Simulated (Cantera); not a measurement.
**Thermal oxidation and active oxidation of silicon: Si + H2O + H2**

Charge: 1 mol Si, 0.86 mol H2O, 3.9 mol H2, held at 5800 Pa.

These are equilibrium values from Cantera (NASA tables, ideal gas, pure condensed phases), not measurements of a reactor. Candidate condensed phases: H2O, Si, SiO2; 18 gas species. Mutual solubility and eutectic melting of coexisting phases are not modelled. The tables hold silica as quartz up to 1696 K and as liquid above; real silica turns to tridymite and cristobalite and melts near 1996 K. Gases not in the tables: Si2H6 and higher silanes. Rates play no part.

From 1048 K to 1648 K the condensed part is Si(s) + SiO2(β-quartz). At 1698 K the condensed part is Si(l). The main Si-bearing gas is SiO throughout.

```
T (K)   x H2     x SiO       x H    x H2O    x SiH2      x Si  n Si(s)  n SiO2(β-quartz)  n Si(l)
-----  -----  --------  --------  -------  --------  --------  -------  ----------------  -------
1048    1.00   6.07e-8   3.21e-8  3.01e-9  3.55e-10    <1e-12    0.570             0.430        0
1098   1.000   3.71e-7   1.03e-7  8.73e-9   1.25e-9    <1e-12    0.570             0.430        0
1148   1.000   1.93e-6   2.97e-7  2.31e-8   3.97e-9  3.15e-12    0.570             0.430        0
1198   1.000   8.73e-6   7.89e-7  5.61e-8   1.14e-8  2.22e-11    0.570             0.430        0
1248   1.000   3.49e-5   1.94e-6  1.27e-7   3.02e-8  1.34e-10    0.570             0.430        0
1298   1.000  0.000125   4.45e-6  2.68e-7   7.39e-8  7.01e-10    0.570             0.430        0
1348   1.000  0.000407   9.60e-6  5.37e-7   1.69e-7   3.24e-9    0.569             0.429        0
1398   0.999   0.00121   1.96e-5  1.02e-6   3.65e-7   1.34e-8    0.567             0.427        0
1448   0.997   0.00335   3.82e-5  1.85e-6   7.46e-7   5.04e-8    0.562             0.422        0
1498   0.991   0.00861   7.10e-5  3.21e-6   1.45e-6   1.73e-7    0.549             0.409        0
1548   0.979    0.0208  0.000127  5.33e-6   2.67e-6   5.48e-7    0.519             0.379        0
1598   0.952    0.0475  0.000216  8.42e-6   4.66e-6   1.61e-6    0.451             0.311        0
1648   0.897     0.103  0.000350  1.25e-5   7.60e-6   4.44e-6    0.297             0.157        0
1698   0.846     0.153  0.000552  1.32e-5   1.18e-5   1.13e-5        0                 0    0.140
```
x: gas mole fraction; n: condensed amount in mol.
